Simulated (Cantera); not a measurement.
A Cantera script and its output.

```python
import numpy as np
import cantera as ct

gas = ct.Solution("gri30.yaml")
gas.TPX = 1375, 100000, {'CO': 0.0031, 'O2': 0.0027, 'H2O': 0.0055, 'N2': 1}
inlet = ct.Reservoir(gas, clone=True)

reactor = ct.IdealGasConstPressureReactor(gas, energy="off", clone=False)
exhaust = ct.Reservoir(gas, clone=True)
tau = [17, 3.5, 0.72, 0.15, 0.031, 0.0064, 0.0013][0]
for a, b in ((inlet, reactor), (reactor, exhaust)):
    ct.MassFlowController(a, b, mdot=lambda t: reactor.mass / tau)
net = ct.ReactorNet([reactor])
show = ['CO', 'O2', 'H2O', 'NO2', 'H2O2', 'O']

rows = []
print(f"{'tau/s':>10s}{'T/K':>9s}" + "".join(f"{s:>11s}" for s in show))
for tau in [17, 3.5, 0.72, 0.15, 0.031, 0.0064, 0.0013]:
    net.initial_time = 0.0
    net.advance(30 * tau)
    before = gas.X
    net.advance(40 * tau)
    drift = np.max(np.abs(gas.X - before) / (gas.X + 1e-9))
    rows.append([gas.T, *gas[show].X, drift])
    print(f"{tau:10.3e}{gas.T:9.1f}" + "".join(f"{x:11.3e}" for x in gas[show].X))
```

Result:

```
     tau/s      T/K         CO         O2        H2O        NO2       H2O2          O
 1.700e+01   1375.0  8.986e-06  1.141e-03  5.438e-03  1.352e-09  8.711e-10  1.187e-06
 3.500e+00   1375.0  2.565e-05  1.149e-03  5.429e-03  1.056e-09  2.164e-09  3.150e-06
 7.200e-01   1375.0  7.244e-05  1.175e-03  5.409e-03  4.995e-10  5.241e-09  8.459e-06
 1.500e-01   1375.0  1.969e-04  1.244e-03  5.362e-03  2.016e-10  1.175e-08  2.220e-05
 3.100e-02   1375.0  5.075e-04  1.418e-03  5.268e-03  1.043e-10  2.283e-08  5.449e-05
 6.400e-03   1375.0  1.190e-03  1.775e-03  5.153e-03  5.865e-11  3.416e-08  1.088e-04
 1.300e-03   1375.0  2.344e-03  2.322e-03  5.219e-03  1.173e-11  2.793e-08  1.105e-04
```

Cantera simulation using GRI-Mech 3.0 (53 species, 325 reactions); the numbers are that mechanism's predictions, not measurements.
